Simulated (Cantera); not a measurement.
An adiabatic, constant-pressure homogeneous reactor starts with CH₄ : H₂ : O₂ : N₂ = 1 : 0.06 : 5.97 : 22.4 (molar parts), at 1323 K and 10.0 bar. Integrator tolerance rtol = 1e-08.

Cantera simulation using GRI-Mech 3.0 (53 species, 325 reactions); the numbers are that mechanism's predictions, not measurements.

Q: What does this change do: pressure from 10.0 bar to 2.00 bar?

A: 
```
quantity                                                              before                                      after
---------------------------------  -----------------------------------------  -----------------------------------------
time of steepest temperature rise                                   0.515 ms                                    1.98 ms
temperature at 3.00 s                                                 2048 K                                     2045 K
equilibrium temperature                                               2048 K                                     2044 K
x(CH₄) at 3.00 s                       <1e-12 (gas-phase equilibrium <1e-12)      <1e-12 (gas-phase equilibrium <1e-12)
x(H₂) at 3.00 s                      2.51e-5 (gas-phase equilibrium 2.51e-5)    5.47e-5 (gas-phase equilibrium 5.45e-5)
x(O₂) at 3.00 s                          0.130 (gas-phase equilibrium 0.130)        0.130 (gas-phase equilibrium 0.130)
x(C₂H₄) at 3.00 s                      <1e-12 (gas-phase equilibrium <1e-12)      <1e-12 (gas-phase equilibrium <1e-12)
x(NO) at 3.00 s                      0.00675 (gas-phase equilibrium 0.00675)    0.00639 (gas-phase equilibrium 0.00668)
x(N₂O) at 3.00 s                     1.17e-6 (gas-phase equilibrium 1.17e-6)    5.19e-7 (gas-phase equilibrium 5.20e-7)
x(O) at 3.00 s                     0.000110 (gas-phase equilibrium 0.000110)  0.000240 (gas-phase equilibrium 0.000239)
```
